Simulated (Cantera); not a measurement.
Input (Python, Cantera) and output of one run.

```python
import numpy as np
import cantera as ct

gas_names = """
    Cu CuF CuF2 CuO Cu2 F FO FO2 F2 F2O H HF HOF HO2 H2 H2F2 H2O H2O2 H3F3 H4F4 H5F5 H6F6 H7F7 O OH O2
    O3
""".split()
cond_names = """
    Cu(cr) Cu(L) CuF2(s) CuF2(L) CuO(s) CuO2H2(s) Cu2O(s) Cu2O(L) H2O(s) H2O(L)
""".split()


def load(file, names, dense=False):
    # The tables refer to 1 bar. Condensed volumes are neglected.
    table = {s.name: s for s in ct.Species.list_from_file(file)}
    out = []
    for n in names:
        d = dict(table[n].input_data)
        d["thermo"] = dict(d["thermo"], **{"reference-pressure": 1e5})
        if dense:
            d["equation-of-state"] = {"model": "constant-volume", "density": "1e6 g/cm^3"}
        out.append(ct.Species.from_dict(d))
    return out


gas = ct.Solution(thermo="ideal-gas", species=load("nasa_gas.yaml", gas_names))
cond = {s.name: ct.Solution(thermo="fixed-stoichiometry", species=[s], name=s.name)
        for s in load("nasa_condensed.yaml", cond_names, dense=True)}
atoms = {
    'CuO': {'Cu': 1, 'O': 1},
    'HF': {'H': 1, 'F': 1},
}
top_T = {'CuO(s)': 1390}  # K; cautious upper limits of use, not melting points


def equilibrate(T, P, feed):
    n = {}
    for name, mol in feed.items():
        for a, k in atoms[name].items():
            n[a] = n.get(a, 0.0) + k * mol
    gas.TPX = T, P, n
    mass = sum(n.values()) * gas.mean_molecular_weight
    gas.equilibrate("TP")
    valid = [c for c in cond.values() if c.min_temp <= T <= top_T.get(c.name, c.max_temp)]
    mix = ct.Mixture([(gas, mass / gas.mean_molecular_weight)] + [(c, 0.0) for c in valid])
    mix.T, mix.P = T, P
    mix.equilibrate("TP", solver="vcs", rtol=1e-11, max_steps=5000)
    return mix


results = []
feed = {'CuO': 1, 'HF': 33}  # mol
for P in [1, 3.2, 10, 32, 100, 320, 1000, 3200, 10000, 32000, 100000]:
    for T in [1148, 1223, 1298, 1373, 1448, 1523, 1598, 1673, 1748, 1823]:
        mix = equilibrate(T, P, feed)
        results.append((T, P, feed, dict(zip(mix.species_names, mix.species_moles))))

for T, P, feed, n in results:
    print(f"{T:7g} {P:10.4g}  " + (" + ".join(c for c in cond_names if n.get(c, 0) > 1e-12) or "gas only"))
```

Result:

```
   1148          1  Cu2O(s)
   1223          1  gas only
   1298          1  gas only
   1373          1  gas only
   1448          1  gas only
   1523          1  gas only
   1598          1  gas only
   1673          1  gas only
   1748          1  gas only
   1823          1  gas only
   1148        3.2  Cu2O(s)
   1223        3.2  Cu2O(s)
   1298        3.2  gas only
   1373        3.2  gas only
   1448        3.2  gas only
   1523        3.2  gas only
   1598        3.2  gas only
   1673        3.2  gas only
   1748        3.2  gas only
   1823        3.2  gas only
   1148         10  Cu2O(s)
   1223         10  Cu2O(s)
   1298         10  gas only
   1373         10  gas only
   1448         10  gas only
   1523         10  gas only
   1598         10  gas only
   1673         10  gas only
   1748         10  gas only
   1823         10  gas only
   1148         32  Cu2O(s)
   1223         32  Cu2O(s)
   1298         32  gas only
   1373         32  gas only
   1448         32  gas only
   1523         32  gas only
   1598         32  gas only
   1673         32  gas only
   1748         32  gas only
   1823         32  gas only
   1148        100  Cu2O(s)
   1223        100  Cu2O(s)
   1298        100  Cu2O(s)
   1373        100  gas only
   1448        100  gas only
   1523        100  gas only
   1598        100  gas only
   1673        100  gas only
   1748        100  gas only
   1823        100  gas only
   1148        320  Cu2O(s)
   1223        320  Cu2O(s)
   1298        320  Cu2O(s)
   1373        320  Cu2O(s)
   1448        320  gas only
   1523        320  gas only
   1598        320  gas only
   1673        320  gas only
   1748        320  gas only
   1823        320  gas only
   1148       1000  Cu2O(s)
   1223       1000  Cu2O(s)
   1298       1000  Cu2O(s)
   1373       1000  Cu2O(s)
   1448       1000  gas only
   1523       1000  gas only
   1598       1000  gas only
   1673       1000  gas only
   1748       1000  gas only
   1823       1000  gas only
   1148       3200  Cu2O(s)
   1223       3200  Cu2O(s)
   1298       3200  Cu2O(s)
   1373       3200  Cu2O(s)
   1448       3200  Cu2O(s)
   1523       3200  gas only
   1598       3200  gas only
   1673       3200  gas only
   1748       3200  gas only
   1823       3200  gas only
   1148      1e+04  Cu2O(s)
   1223      1e+04  Cu2O(s)
   1298      1e+04  Cu2O(s)
   1373      1e+04  Cu2O(s)
   1448      1e+04  Cu2O(s)
   1523      1e+04  Cu2O(L)
   1598      1e+04  gas only
   1673      1e+04  gas only
   1748      1e+04  gas only
   1823      1e+04  gas only
   1148    3.2e+04  Cu2O(s)
   1223    3.2e+04  Cu2O(s)
   1298    3.2e+04  Cu2O(s)
   1373    3.2e+04  Cu2O(s)
   1448    3.2e+04  Cu2O(s)
   1523    3.2e+04  Cu2O(L)
   1598    3.2e+04  gas only
   1673    3.2e+04  gas only
   1748    3.2e+04  gas only
   1823    3.2e+04  gas only
   1148      1e+05  CuF2(L) + Cu2O(s)
   1223      1e+05  Cu2O(s)
   1298      1e+05  Cu2O(s)
   1373      1e+05  Cu2O(s)
   1448      1e+05  Cu2O(s)
   1523      1e+05  Cu2O(L)
   1598      1e+05  Cu2O(L)
   1673      1e+05  gas only
   1748      1e+05  gas only
   1823      1e+05  gas only
```

These are equilibrium values from Cantera (NASA tables, ideal gas, pure condensed phases), not measurements of a reactor. Mutual solubility and eutectic melting of coexisting phases are not modelled.
